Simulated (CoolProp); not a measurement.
A simple Rankine cycle with isobutene: condensing at 297.15 K, boiler at 0.939 MPa, turbine inlet 346.1 K, turbine efficiency 0.65, pump efficiency 0.7, no recuperator. Each further row changes one setting.

Values from CoolProp's reference Helmholtz-energy equation of state, Lemmon 2005. It is a short technical equation, of lower accuracy than the large ones.

```tsv
case	thermal efficiency (%)	net work (kJ/kg)	heat in (kJ/kg)	turbine exit temperature (K)	volume ratio over the turbine
as stated	7.1	30.2	423	315.9	3.28
turbine inlet 366.1 K	7.2	33.3	465	…	3.22
condensing temperature 289.15 K	8.4	36.9	442	…	4.21
boiler pressure 0.657 MPa	…	…	435	326.8	2.23
turbine efficiency 0.55	6.0	25.3	423	318.6	3.32
```

Question: Some entries are withheld; supply them.

Answer: 
- turbine inlet 366.1 K, turbine exit temperature (K): 337.5
- condensing temperature 289.15 K, turbine exit temperature (K): 310.4
- boiler pressure 0.657 MPa, thermal efficiency (%): 5.2
- boiler pressure 0.657 MPa, net work (kJ/kg): 22.4
